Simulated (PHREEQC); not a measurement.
Dissolve 0.0011 mol/kgw PbCl2 and 0.0021 mol/kgw HF at 25 °C. Closed to the air; pH follows from the charge balance.

Equilibrium calculation in PHREEQC: ion-association model, wateq4f.dat.

| quantity | before | after |
|---|---|---|
| pH | 3.05 | 3.25 |
| HF (mol/kgw) | 0.00115 | 0.000456 |
| F- (mol/kgw) | 0.000926 | 0.000583 |
| H2F2 (mol/kgw) | 3.42e-6 | 5.41e-7 |

**Question.** Name the change that produced these shifts.
A. HF from 0.0021 to 0.00105 mol/kgw
B. HF replaced by NH4HF2 at the same molality
C. diluted 10-fold with water
D. PbCl2 replaced by HCl at the same molality

**Answer.** A, HF from 0.0021 to 0.00105 mol/kgw

No solid was allowed to form. Some of these states are supersaturated (in Matlockite, for instance).
